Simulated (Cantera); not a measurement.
## Diamond growth

A diamond (100) surface in a fixed gas of H2 with x(CH4) = 0.0044, x(H) = 0.014, at 1300 K, 24000 Pa; coverages are run to steady state.

Computed with Cantera and the Harris–Goodwin 1993 mechanism for the reconstructed diamond (100) surface.

```tsv
x(CH3)	growth (µm/h)	θ c6HH	θ c6H*	θ c6*H	θ c6**	θ c6HM
1e-06	0.179	0.379	0.0499	0.525	0.0462	6.43e-6
2.1e-06	0.375	0.379	0.0499	0.525	0.0462	1.35e-5
4.4e-06	0.786	0.379	0.0499	0.525	0.0462	2.83e-5
9.1e-06	1.62	0.379	0.0499	0.525	0.0462	5.85e-5
1.9e-05	3.39	0.379	0.0499	0.525	0.0462	0.000122
4e-05	7.14	0.379	0.0499	0.525	0.0461	0.000257
8.3e-05	14.8	0.378	0.0499	0.525	0.0461	0.000532
0.00017	30.2	0.378	0.0498	0.524	0.0460	0.00109
0.00036	63.8	0.377	0.0497	0.523	0.0457	0.00230
```
θ: site fractions in the mechanism's names (c6HH fully hydrogenated, c6H* and c6*H radical sites, c6** diradical, c6HM methylated).
